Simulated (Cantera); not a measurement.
An adiabatic, constant-pressure homogeneous reactor starts with CO : H2 : O2 : N2 : H2O = 1 : 0.62 : 0.352 : 1.32 : 0.1 (molar parts), at 1100 K and 4.80 bar.

Detailed kinetics in Cantera: GRI-Mech 3.0 (53 species, 325 reactions). The hydrogen kinetics of GRI-Mech 3.0 are dated; newer H2 mechanisms differ, most at raised pressure.

One state of this run: T (K) = 2569; x CO = 0.234; x H2 = 0.0657; x O2 = 9.24e-5; x NO = 0.000403; x OH = 0.00226; x H2O2 = 2.87e-8; x HO2 = 9.89e-8. x: mole fraction; the columns are a selection and need not sum to one.

**Question.** Which value of t (s) does it belong to?
A) 2.15e-5
B) 1.00e-6
C) 1.00
D) 4.64e-6

**Answer.** C, 1.00
